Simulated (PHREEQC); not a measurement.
A solution holds 0.0058 mol ZnSO4 and 0.26 mol H3BO3 per kg of water, at 25 °C. Closed to the air; pH follows from the charge balance.

Computed with PHREEQC (ion-association model, phreeqc.dat).

This is a speciation only: nothing precipitates in the calculation.

Q: Order these S species by the share of S that they hold, largest first: Zn(SO4)2-2, ZnSO4, SO4-2.

A: SO4-2 (72 %), ZnSO4 (26 %), Zn(SO4)2-2 (1.8 %)

Q: Order these Zn species by the share of Zn that they hold, largest first: Zn(SO4)2-2, Zn+2, ZnSO4.

A: Zn+2 (73 %), ZnSO4 (26 %), Zn(SO4)2-2 (0.90 %)

The pH is 4.95 and the ionic strength 0.0170 mol/kgw.
